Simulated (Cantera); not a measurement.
An adiabatic, constant-volume homogeneous reactor starts with H2 : O2 : N2 = 1 : 0.694 : 2.61 (molar parts), equivalence ratio 0.72, at 1500 K and 2.37 atm. Integrator tolerance rtol = 1e-08.

Computed with Cantera and the H2/O2 subset of GRI-Mech 3.0, which has no nitrogen chemistry. The hydrogen kinetics of GRI-Mech 3.0 are dated; newer H2 mechanisms differ, most at raised pressure.

| quantity | before | after |
|---|---|---|
| time of steepest temperature rise | 5.57 µs | 1.46 µs |
| temperature at 1.00 s | 2972 K | 3089 K |
| equilibrium temperature | 2972 K | 3089 K |
| x(H2) at 1.00 s | 0.0193 (gas-phase equilibrium 0.0193) | 0.0145 (gas-phase equilibrium 0.0145) |
| x(O2) at 1.00 s | 0.0474 (gas-phase equilibrium 0.0474) | 0.0467 (gas-phase equilibrium 0.0467) |
| x(O) at 1.00 s | 0.0108 (gas-phase equilibrium 0.0108) | 0.00767 (gas-phase equilibrium 0.00767) |
| x(H) at 1.00 s | 0.00972 (gas-phase equilibrium 0.00972) | 0.00578 (gas-phase equilibrium 0.00578) |
| x(HO2) at 1.00 s | 2.77e-5 (gas-phase equilibrium 2.77e-5) | 4.98e-5 (gas-phase equilibrium 4.98e-5) |
| x(H2O) at 1.00 s | 0.213 (gas-phase equilibrium 0.213) | 0.224 (gas-phase equilibrium 0.224) |

Q: Name the change that produced these shifts.
A) pressure from 2.37 atm to 4.64 atm
B) initial temperature 1500 to 1750 K
C) pressure from 2.37 atm to 9.87 atm
D) constant pressure in place of constant volume

A: C, pressure from 2.37 atm to 9.87 atm
